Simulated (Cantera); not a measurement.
A closed system holds: 1 mol Si₂Cl₆, 0.23 mol N₂, 18 mol NH₃, equilibrated at 13300 Pa.

Method: chemical equilibrium by Gibbs-energy minimisation in Cantera with the NASA 1993 tables (ideal gas, pure condensed phases). Candidate condensed phases: NH₄Cl, Si, Si₃N₄; 28 gas species. The feed counts by its element totals alone. Gases not in the tables: Si₂H₆ and higher silanes. The numbers say what is thermodynamically allowed, not how fast it happens.

Q: Which condensed phases are stable at each of these points (T (K)): 773, 923, 1073, 1223, 1373, 1523, 1673, 1823, 1973?

A: 
```
T (K)  condensed phases  Si condensed (%)
-----  ----------------  ----------------
773            Si₃N₄(s)              96.4
923            Si₃N₄(s)              98.3
1073           Si₃N₄(s)              99.0
1223           Si₃N₄(s)              99.2
1373           Si₃N₄(s)              98.8
1523           Si₃N₄(s)              94.6
1673           Si₃N₄(s)              78.2
1823           Si₃N₄(s)              47.5
1973              Si(l)              37.3
```

From 773 K to 1823 K the condensed part is Si₃N₄(s). At 1973 K the condensed part is Si(l).
